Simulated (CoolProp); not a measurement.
Saturation properties of ethane (Tc = 32.2 °C, pc = 4.872 MPa, ω = 0.099).

Model: reference Helmholtz-energy equation of state, Bücker 2006, in CoolProp.

```tsv
T (°C)	p (MPa)	liquid cp (kJ/(kg K))	surface tension (mN/m)	liquid viscosity (µPa s)	vapour viscosity (µPa s)
-44.15	0.6769	2.725	9.34	99.4	7.43
-41.35	0.7436	2.753	8.93	96.3	7.54
-38.45	0.8177	2.784	8.50	93.2	7.66
-35.65	0.8942	2.816	8.09	90.3	7.77
-32.75	0.9788	2.852	7.68	87.4	7.90
-29.95	1.066	2.890	7.27	84.6	8.02
-27.05	1.162	2.932	6.86	81.8	8.16
-24.25	1.261	2.976	6.47	79.2	8.29
-21.35	1.369	3.025	6.06	76.5	8.43
-18.55	1.480	3.078	5.67	74.0	8.58
-15.65	1.601	3.138	5.28	71.5	8.73
-12.75	1.730	3.204	4.88	69.0	8.90
-9.95	1.861	3.276	4.51	66.6	9.07
-7.05	2.005	3.360	4.13	64.1	9.25
```

It boils at -88.6 °C under 1 atm.

Viscosity comes from a separate model (Friend 1991). Surface tension comes from a separate correlation (Mulero 2012).
